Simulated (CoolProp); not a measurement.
Properties of trans-2-butene at several states (Tc = 428.6 K, pc = 4.019 MPa, ω = 0.210).

Model: reference Helmholtz-energy equation of state, Lemmon 2005, in CoolProp. It is a short technical equation, of lower accuracy than the large ones.

```csv
T (K),p (MPa),phase,cp (kJ/(kg K)),expansivity (1/kK)
302.3,1.56,liquid,[?],[?]
497,0.0768,gas,[?],2.040
248.5,0.408,liquid,[?],[?]
459.6,0.134,gas,[?],2.244
306.8,18,liquid,[?],[?]
```

Question: What belongs in the gaps?

Answer: 
- 302.3, cp (kJ/(kg K)): 2.340
- 302.3, expansivity (1/kK): 2.018
- 497, cp (kJ/(kg K)): 2.280
- 248.5, cp (kJ/(kg K)): 2.129
- 248.5, expansivity (1/kK): 1.624
- 459.6, cp (kJ/(kg K)): 2.160
- 306.8, cp (kJ/(kg K)): 2.272
- 306.8, expansivity (1/kK): 1.599
